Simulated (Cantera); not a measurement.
What does this Cantera script print?

```python
import numpy as np
import cantera as ct

gas_names = """
    B BN BO BO2 B2 B2O B2O2 B2O3 N NO NO2 NO3 N2 N2O O O2 O3
""".split()
cond_names = """
    B(b) B(L) BN(s) B2O3(L)
""".split()


# ... load() reads the species with a 1 bar reference pressure and builds the phases ...
atoms = {
    'BN': {'B': 1, 'N': 1},
    'O2': {'O': 2},
}
top_T = {'BN(s)': 3200}  # K; cautious upper limits of use, not melting points


# ... equilibrate(T, P, feed) seeds the gas with the atoms and calls Mixture.equilibrate('TP', solver="vcs", rtol=1e-11, max_steps=5000) ...
results = []
feed = {'BN': 1, 'O2': 2.9}  # mol
T = 898  # K
P = 100000  # Pa
mix = equilibrate(T, P, feed)
results.append((T, P, feed, dict(zip(mix.species_names, mix.species_moles))))
print(gas.report(threshold=1e-06))
for i in range(1, mix.n_phases):
    print(f"{mix.phase(i).name:16s} {mix.phase_moles(i):12.5e} mol")
```

Result:

```
       temperature   898 K
          pressure   1e+05 Pa
           density   0.41849 kg/m^3
  mean mol. weight   31.246 kg/kmol
   phase of matter   gas

                          1 kg             1 kmol
                     ---------------   ---------------
          enthalpy        6.0758e+05        1.8985e+07  J
   internal energy        3.6863e+05        1.1518e+07  J
           entropy            7713.8        2.4103e+05  J/K
    Gibbs function       -6.3194e+06       -1.9746e+08  J
 heat capacity c_p            1085.7             33924  J/K
 heat capacity c_v            819.61             25610  J/K

                      mass frac. Y      mole frac. X     chem. pot. / RT
                     ---------------   ---------------   ---------------
                NO        8.2883e-06        8.6309e-06           -26.375
               NO2        2.9787e-06        2.0231e-06           -39.619
                N2           0.16916           0.18867            -26.26
                O2           0.83083           0.81132            -26.49
     [  +13 minor]         5.557e-10        3.9716e-10

B(b)              0.00000e+00 mol
BN(s)             0.00000e+00 mol
B2O3(L)           5.00000e-01 mol
```

These are equilibrium values from Cantera (NASA tables, ideal gas, pure condensed phases), not measurements of a reactor.
